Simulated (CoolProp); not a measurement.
Properties of n-nonane at several states.

Values from CoolProp's reference Helmholtz-energy equation of state, Lemmon 2006. It is a short technical equation, of lower accuracy than the large ones.

```
T (K)  p (MPa)   phase  density (kg/m³)  cv (kJ/(kg K))  speed of sound (m/s)  Joule-Thomson coefficient (K/MPa)  viscosity (µPa s)  Prandtl number
-----  -------  ------  ---------------  --------------  --------------------  ---------------------------------  -----------------  --------------
540.8    0.191     gas            5.694           2.605                 181.8                              11.52               9.66           0.760
498.9     12.5  liquid            571.7           2.554                 685.3                            -0.1651                153            4.72
301.4     0.73  liquid            712.1           1.794                  1197                            -0.4224                632            11.1
389.9   0.0211     gas           0.8484           1.993                 159.2                              36.52               7.03           0.817
```

Viscosity comes from a separate model (Huber 2004). Thermal conductivity comes from a separate model (Huber 2005).
